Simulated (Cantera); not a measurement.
A freely propagating, adiabatic, planar premixed flame of 6.87 % CH₄, 19.6 % O₂, 73.5 % N₂, equivalence ratio 0.70, unburnt at 450 K and 100.0 Torr; mixture-averaged transport, grid criteria slope 0.08 and curve 0.16, no radiation.

Computed with Cantera and GRI-Mech 3.0 (53 species, 325 reactions). Burning velocities carry a grid error of a few per cent, more on coarse grids.

x: mole fraction of selected species; z is measured from the peak of heat release.

```csv
z (mm),T (K),u (m/s),x CH₄,x O₂,x OH,x H₂O₂,x H₂,x CO
-7.62,450,0.836,0.0687,0.196,<1e-8,<1e-8,0.000380,4.88e-7
-5.08,451,0.838,0.0686,0.196,<1e-8,5.59e-8,0.00119,7.88e-6
-3.81,453,0.844,0.0683,0.196,6.56e-8,3.78e-7,0.00235,5.70e-5
-2.54,487,0.909,0.0663,0.193,4.51e-6,2.84e-6,0.00495,0.000737
-1.27,776,1.46,0.0503,0.172,6.11e-5,3.94e-6,0.00983,0.00914
-0.635,1113,2.12,0.0292,0.141,0.000410,3.03e-6,0.0123,0.0222
0,1443,2.76,0.00806,0.103,0.00230,9.75e-7,0.0122,0.0351
0.635,1577,3.02,0.000847,0.0800,0.00489,2.18e-7,0.00880,0.0339
1.27,1611,3.08,5.11e-5,0.0716,0.00609,1.86e-7,0.00675,0.0268
2.54,1645,3.13,2.47e-7,0.0665,0.00686,1.67e-7,0.00620,0.0175
5.08,1689,3.20,<1e-8,0.0638,0.00725,1.34e-7,0.00601,0.0114
10.2,1746,3.29,<1e-8,0.0623,0.00723,…,…,…
20.3,1810,3.40,<1e-8,0.0611,0.00673,…,…,…
```

Complete the blanks.


- 10.2, x H₂O₂: 9.70e-8
- 10.2, x H₂: 0.00512
- 10.2, x CO: 0.00900
- 20.3, x H₂O₂: 6.48e-8
- 20.3, x H₂: 0.00378
- 20.3, x CO: 0.00710
